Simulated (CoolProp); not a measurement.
Vapour-liquid equilibrium of propane (1) + benzene (2) at 340.3 K; x and y are mole fractions of (1).

The numbers come from the multi-fluid Helmholtz-energy mixture model, Lemmon 2009 and Thol 2012; pair parameters Bell 2016 in CoolProp.

**Question.** Give the bubble pressure and the first vapour's composition at x = 0.15, 0.35, 0.65. Is there an azeotrope?

**Answer.** x = 0.15: 0.5485 MPa, y = 0.878; x = 0.35: 1.015 MPa, y = 0.936; x = 0.65: 1.585 MPa, y = 0.966. No azeotrope shows between x = 0.05 and 0.95.

The pair parameters rest on a limited set of measurements; away from them the model extrapolates. The gap from Raoult's law changes sign with composition, which may be real or a fault of the pair parameters; it wasn't checked against measurements.
